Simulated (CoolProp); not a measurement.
Saturated liquid density (kg/m³) of octamethylcyclotetrasiloxane (D4): the reference equation beside estimates from Tc = 586.5 K, pc = 1.347 MPa, ω = 0.598. Rackett uses Z = 0.29056 − 0.08775 ω.

The numbers come from the reference Helmholtz-energy equation of state, Thol 2015 in CoolProp.

```tsv
T (K)	reference	Rackett	Redlich-Kwong	Soave-Redlich-Kwong	Peng-Robinson
355.2	884.6	1034	740.2	795.8	895.9
374.1	862.0	1007	720.3	778.9	877.9
393.1	838.7	979.0	[?]	[?]	857.9
412	814.8	949.8	[?]	739.8	[?]
430.9	790.0	919.3	[?]	717.2	811.1
449.8	764.1	887.0	[?]	691.9	783.3
468.7	736.7	852.8	597.6	663.6	751.9
487.6	707.2	815.9	566.7	631.4	716.0
```

**Question.** Complete the blanks.

**Answer.** 
- 393.1, Redlich-Kwong: 699.0
- 393.1, Soave-Redlich-Kwong: 760.3
- 412, Redlich-Kwong: 676.3
- 412, Peng-Robinson: 835.7
- 430.9, Redlich-Kwong: 652.0
- 449.8, Redlich-Kwong: 625.9

Absolute difference from the reference over all 8 rows, mean and median: Rackett 16.3 and 16.5 %, Redlich-Kwong 17.6 and 17.2 %, Soave-Redlich-Kwong 9.7 and 9.5 %, Peng-Robinson 2.1 and 2.2 %.
